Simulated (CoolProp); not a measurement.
Dry air at 293.15 K and 0.129 MPa flows at 7.7 m/s in a round tube of 50 mm bore and 0.25 µm roughness, fully developed (64/Re and Nu = 3.66 if laminar; Colebrook and Gnielinski if turbulent). Each further row changes one setting.

The numbers come from the reference Helmholtz-energy equation of state, Lemmon 2000 in CoolProp. It is a pseudo-pure fit of the blend.

```tsv
case	Reynolds number	Darcy friction factor	pressure drop (Pa/m)	heat-transfer coefficient (W/(m² K))	mass flow (kg/h)
as stated	32400	0.0231	(withheld)	(withheld)	(withheld)
velocity 15.4 m/s	64900	0.0197	(withheld)	(withheld)	(withheld)
diameter 100 mm	64900	0.0197	(withheld)	33.2	(withheld)
```

What belongs in the gaps?


- as stated, pressure drop (Pa/m): 21.0
- as stated, heat-transfer coefficient (W/(m² K)): 38.6
- as stated, mass flow (kg/h): 83.5
- velocity 15.4 m/s, pressure drop (Pa/m): 71.8
- velocity 15.4 m/s, heat-transfer coefficient (W/(m² K)): 66.4
- velocity 15.4 m/s, mass flow (kg/h): 167
- diameter 100 mm, pressure drop (Pa/m): 8.97
- diameter 100 mm, mass flow (kg/h): 334

Viscosity comes from a separate model (Lemmon 2004). Thermal conductivity comes from a separate model (Lemmon 2004).
